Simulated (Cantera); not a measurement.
Fluorocarbon and chlorocarbon gases: CF₄ + HCl + H₂

Charge: 1 mol CF₄, 0.077 mol HCl, 0.99 mol H₂, held at 100000 Pa.

Method: chemical equilibrium by Gibbs-energy minimisation in Cantera with the NASA 1993 tables (ideal gas, pure condensed phases). Candidate condensed phases: C, C₆H₆, C₇H₈, C₈H₁₈; 118 gas species. The tables' values for C₂F₄ are old estimates; treat these amounts as uncertain. Gases not in the tables: C₂F₆ and larger saturated fluorocarbons. Rates play no part.

```
T (°C)   x HF   x CF₄    x CF₂       x F    x Cl     x HCl     x CF₃      x CF  n C(graphite)
------  -----  ------  -------  --------  ------  --------  --------  --------  -------------
1575    0.779   0.190  0.00124  0.000156  0.0113    0.0157  0.000274   3.19e-7          0.502
1650    0.780   0.188  0.00249  0.000347  0.0144    0.0128  0.000482   1.08e-6          0.502
1725    0.779   0.185  0.00472  0.000727  0.0173    0.0102  0.000809   3.34e-6          0.501
1800    0.778   0.181  0.00850   0.00144  0.0199   0.00794   0.00130   9.48e-6          0.498
1875    0.775   0.176   0.0146   0.00272  0.0219   0.00612   0.00200   2.49e-5          0.491
1950    0.771   0.168   0.0240   0.00490  0.0233   0.00470   0.00295   6.09e-5          0.480
2025    0.763   0.158   0.0376   0.00844  0.0243   0.00360   0.00417  0.000140          0.464
2100    0.753   0.143   0.0561    0.0139  0.0249   0.00278   0.00561  0.000301          0.441
2175    0.738   0.124   0.0798    0.0220  0.0251   0.00216   0.00714  0.000610          0.411
2250    0.720   0.102    0.108    0.0333  0.0250   0.00170   0.00852   0.00117          0.375
2325    0.700  0.0779    0.136    0.0482  0.0246   0.00136   0.00946   0.00210          0.337
2400    0.678  0.0547    0.162    0.0666  0.0241   0.00112   0.00967   0.00357          0.302
2475    0.657  0.0350    0.181    0.0880  0.0235  0.000953   0.00909   0.00572          0.279
```
x: gas mole fraction; n: condensed amount in mol.

From 1575 °C to 2475 °C the condensed part is C(graphite). The main C-bearing gas is CF₄ at 1575 °C and CF₂ at 2475 °C.
